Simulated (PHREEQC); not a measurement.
A solution holds 2.8 mmol/kgw PbCl2, 0.41 mmol/kgw HNO3 and 22 mmol/kgw Na2SO4, at 25 °C. Closed to the air; pH follows from the charge balance.

The numbers come from PHREEQC with the ion-association model, phreeqc.dat.

No solid was allowed to form.

Problem. What pH does the model give?

Solution. pH 3.71.

Problem. In which forms is Pb present?

Solution. PbSO4 59 %, Pb+2 32 %, Pb(SO4)2-2 5.8 %, PbCl+ 3.0 % of the Pb.

Examples of supersaturated solids here: Anglesite. Others may be too. Complexes and solids missing from the database can't appear.
